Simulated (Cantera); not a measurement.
## Counterflow diffusion flame

A counterflow diffusion flame at 1.00 bar, nozzles 20 mm apart: fuel side 79.4 % H2, 20.6 % N2 at 448 K, oxidiser side 28.0 % O2, 72.0 % N2 at 398 K, fuel mass flux 0.53 times the oxidiser's; mixture-averaged transport, no radiation.

Computed with Cantera and the H2/O2 subset of GRI-Mech 3.0, which has no nitrogen chemistry. The maximum strain rate includes the flame's own expansion and is several times the mean.

```json
[
 {"oxidiser flux (kg/m²/s)": "0.6", "max strain (1/s)": "568", "mean strain (1/s)": "114", "T max (K)": "2601", "peak x OH": "0.0283", "peak x H": "0.0183", "peak x H2O": "0.329", "peak x HO2": "4.59e-5"},
 {"oxidiser flux (kg/m²/s)": "0.79", "max strain (1/s)": "737", "mean strain (1/s)": "151", "T max (K)": "2573", "peak x OH": "0.0286", "peak x H": "0.0196", "peak x H2O": "0.327", "peak x HO2": "5.71e-5"},
 {"oxidiser flux (kg/m²/s)": "1", "max strain (1/s)": "913", "mean strain (1/s)": "191", "T max (K)": "2544", "peak x OH": "0.0286", "peak x H": "0.0209", "peak x H2O": "0.325", "peak x HO2": "6.74e-5"},
 {"oxidiser flux (kg/m²/s)": "1.3", "max strain (1/s)": "1150", "mean strain (1/s)": "248", "T max (K)": "2507", "peak x OH": "0.0287", "peak x H": "0.0226", "peak x H2O": "0.322", "peak x HO2": "8.03e-5"},
 {"oxidiser flux (kg/m²/s)": "1.8", "max strain (1/s)": "1530", "mean strain (1/s)": "343", "T max (K)": "2456", "peak x OH": "0.0287", "peak x H": "0.0249", "peak x H2O": "0.319", "peak x HO2": "9.78e-5"},
 {"oxidiser flux (kg/m²/s)": "2.3", "max strain (1/s)": "1900", "mean strain (1/s)": "438", "T max (K)": "2416", "peak x OH": "0.0287", "peak x H": "0.0269", "peak x H2O": "0.317", "peak x HO2": "0.000113"},
 {"oxidiser flux (kg/m²/s)": "3", "max strain (1/s)": "2400", "mean strain (1/s)": "572", "T max (K)": "2368", "peak x OH": "0.0286", "peak x H": "0.0293", "peak x H2O": "0.314", "peak x HO2": "0.000130"},
 {"oxidiser flux (kg/m²/s)": "3.9", "max strain (1/s)": "3020", "mean strain (1/s)": "743", "T max (K)": "2318", "peak x OH": "0.0283", "peak x H": "0.0319", "peak x H2O": "0.311", "peak x HO2": "0.000150"},
 {"oxidiser flux (kg/m²/s)": "5.2", "max strain (1/s)": "3880", "mean strain (1/s)": "991", "T max (K)": "2260", "peak x OH": "0.0277", "peak x H": "0.0349", "peak x H2O": "0.308", "peak x HO2": "0.000172"}
]
```
x: mole fraction; the columns are a selection and need not sum to one.
